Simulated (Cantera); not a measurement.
A closed system holds: 1 mol SiH4, 0.011 mol CH4, 240 mol H2, at 973 K and 0.370 bar.

These are equilibrium values from Cantera (NASA tables, ideal gas, pure condensed phases), not measurements of a reactor. Candidate condensed phases: C, C6H6, C7H8, C8H18, Si, SiC; 87 gas species. Kinetics and transport are ignored.

Base state: H2 1.000, CH4 1.45e-5 (mole fractions); condensed: Si(s) + SiC(s).

Problem. What changes in the equilibrium state with this change: pressure from 0.370 bar to 12.0 mbar?

Solution. 
| species | before | after |
|---|---|---|
| H2 | 1.000 | 1.00 |
| CH4 | 1.45e-5 | 4.71e-7 |
| Si(s), mol | 0.992 | 0.989 |
| SiC(s), mol | 0.00749 | 0.0109 |

Problem. What changes in the equilibrium state with this change: temperature from 973 K to 2350 K?

Solution. 
```csv
species,before,after
H2,1.000,0.976
H,1.78e-9,0.0203
Si,<1e-9,0.00290
SiH,<1e-9,0.000585
SiH2,<1e-9,0.000418
Si2,<1e-9,4.54e-5
Si2C,<1e-9,3.36e-5
CH4,1.45e-5,1.86e-6
"Si(s), mol",0.992,0
"SiC(s), mol",0.00749,0
```
Gases not in the tables: Si2H6 and higher silanes.
